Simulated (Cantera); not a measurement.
A Cantera script and what it prints.

```python
import numpy as np
import cantera as ct

gas_names = """
    N NO NO2 NO3 N2 N2O O O2 O3 Si SiN SiO SiO2 Si2 Si2N Si3
""".split()
cond_names = """
    Si(cr) Si(L) SiO2(Lqz) SiO2(hqz) SiO2(L) Si2N2O(s) Si3N4(a)
""".split()


# ... load() reads the species with a 1 bar reference pressure and builds the phases ...
atoms = {
    'Si3N4': {'Si': 3, 'N': 4},
    'N2O': {'N': 2, 'O': 1},
    'N2': {'N': 2},
}
top_T = {'Si2N2O(s)': 2100, 'Si3N4(a)': 2400}  # K; cautious upper limits of use, not melting points


# ... equilibrate(T, P, feed) seeds the gas with the atoms and calls Mixture.equilibrate('TP', solver="vcs", rtol=1e-11, max_steps=5000) ...
results = []
feed = {'Si3N4': 1, 'N2O': 0.43, 'N2': 1.8}  # mol
P = 1000  # Pa
for T in [1198, 1273, 1348, 1423, 1498, 1573, 1648, 1723, 1798, 1873, 1948]:
    mix = equilibrate(T, P, feed)
    results.append((T, P, feed, dict(zip(mix.species_names, mix.species_moles))))
    x = sorted(zip(gas.X, gas.species_names), reverse=True)
    print(f"T = {T:g} K  P = {P:g} Pa  gas = {mix.phase_moles(0):.4g} mol")
    print("   x: " + "  ".join(f"{s} {v:.3e}" for v, s in x if v > 1e-05))
    print("   condensed (mol): " + ("  ".join(f"{mix.phase(i).name} {mix.phase_moles(i):.4g}"
          for i in range(1, mix.n_phases) if mix.phase_moles(i) > 1e-12) or "none"))
```

Output:

```
T = 1198 K  P = 1000 Pa  gas = 2.373 mol
   x: N2 1.000e+00
   condensed (mol): Si2N2O(s) 0.43  Si3N4(a) 0.7133
T = 1273 K  P = 1000 Pa  gas = 2.373 mol
   x: N2 1.000e+00
   condensed (mol): Si2N2O(s) 0.43  Si3N4(a) 0.7133
T = 1348 K  P = 1000 Pa  gas = 2.373 mol
   x: N2 1.000e+00
   condensed (mol): Si2N2O(s) 0.43  Si3N4(a) 0.7133
T = 1423 K  P = 1000 Pa  gas = 2.373 mol
   x: N2 1.000e+00
   condensed (mol): Si2N2O(s) 0.43  Si3N4(a) 0.7133
T = 1498 K  P = 1000 Pa  gas = 2.373 mol
   x: N2 1.000e+00  SiO 1.367e-05
   condensed (mol): Si2N2O(s) 0.43  Si3N4(a) 0.7133
T = 1573 K  P = 1000 Pa  gas = 2.374 mol
   x: N2 9.999e-01  SiO 1.243e-04
   condensed (mol): Si2N2O(s) 0.4297  Si3N4(a) 0.7134
T = 1648 K  P = 1000 Pa  gas = 2.376 mol
   x: N2 9.991e-01  SiO 9.205e-04
   condensed (mol): Si2N2O(s) 0.4278  Si3N4(a) 0.7141
T = 1723 K  P = 1000 Pa  gas = 2.392 mol
   x: N2 9.943e-01  SiO 5.705e-03  Si 3.776e-05
   condensed (mol): Si2N2O(s) 0.4164  Si3N4(a) 0.7178
T = 1798 K  P = 1000 Pa  gas = 2.475 mol
   x: N2 9.692e-01  SiO 3.044e-02  Si 2.831e-04  Si2N 1.836e-05  SiN 1.242e-05
   condensed (mol): Si2N2O(s) 0.3546  Si3N4(a) 0.7382
T = 1873 K  P = 1000 Pa  gas = 4.664 mol
   x: N2 9.068e-01  SiO 9.219e-02  Si 8.818e-04  Si2N 4.496e-05  SiN 3.023e-05
   condensed (mol): Si(L) 2.565
T = 1948 K  P = 1000 Pa  gas = 4.671 mol
   x: N2 9.054e-01  SiO 9.205e-02  Si 2.323e-03  Si2N 9.019e-05  SiN 6.537e-05  Si2 2.117e-05
   condensed (mol): Si(L) 2.558
```

Cantera equilibrium calculation (NASA polynomials, part measured and part estimated; ideal gas, pure solids and liquids). Mutual solubility and eutectic melting of coexisting phases are not modelled. The tables' values for SiN are old estimates; treat these amounts as uncertain.
